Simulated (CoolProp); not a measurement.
Vapour-liquid equilibrium of dimethyl ether (1) + R227EA (2) at 0.52 bar; x and y are mole fractions of (1).

Values from CoolProp's multi-fluid Helmholtz-energy mixture model, Wu 2011 and Lemmon 2016; pair parameters Bell 2016.

```tsv
x	bubble temperature, mixture model (K)	bubble temperature, Raoult's law (K)	y, mixture model	y, Raoult's law
0.05	243.3	241.9	0.016	0.073
0.2	245.9	240.5	?	0.273
0.35	246.7	239.1	?	0.448
0.5	?	237.9	?	0.603
0.65	241.2	236.7	?	0.739
0.8	?	235.5	?	0.860
0.95	234.9	234.4	0.988	0.967
```

**Question.** Complete the blanks.

**Answer.** 
- 0.2, y, mixture model: 0.137
- 0.35, y, mixture model: 0.378
- 0.5, bubble temperature, mixture model (K): 244.7
- 0.5, y, mixture model: 0.642
- 0.65, y, mixture model: 0.829
- 0.8, bubble temperature, mixture model (K): 237.7
- 0.8, y, mixture model: 0.933

The largest gap from Raoult's law is +7.6 K in bubble temperature, at x = 0.35. y crosses x between x = 0.2 and 0.35: the model has an azeotrope there.

The pair parameters rest on a limited set of measurements; away from them the model extrapolates.
